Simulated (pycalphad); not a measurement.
Computed with pycalphad from the COST 507 light-alloy database (1999), at 1 atm. These are 1990s assessments: newer ones move some temperatures and phases. Amounts are mole fractions of atoms. Diffusion is slow at the low end, where real alloys seldom reach equilibrium.

### Question
Give the equilibrium state of Ti-12.58C (wt.%) at 550 K.

### Answer
fcc, fraction 0.992, with 12.7 C wt.%; hcp, fraction 0.008, with 0.01 C wt.%.

### Question
Give the equilibrium state of Ti-12.58C (wt.%) at 3000 K.

### Answer
```
T = 3000.00 K, P = 101325 Pa, N = 1 mol of atoms
G = -249908 J/mol, H = 103 J/mol, S = 83.34 J/(mol K)  (SER reference)
chemical potentials (J/mol): Ti -254666, C -241611
phase             fraction      x(Ti)       x(C)
FCC_A1              0.9903     0.6341     0.3659
LIQUID              0.0097     0.7767     0.2233
```

FCC_A1 is fcc. The fcc model also describes the rock-salt carbide or nitride (TiC, TiN, HfC).
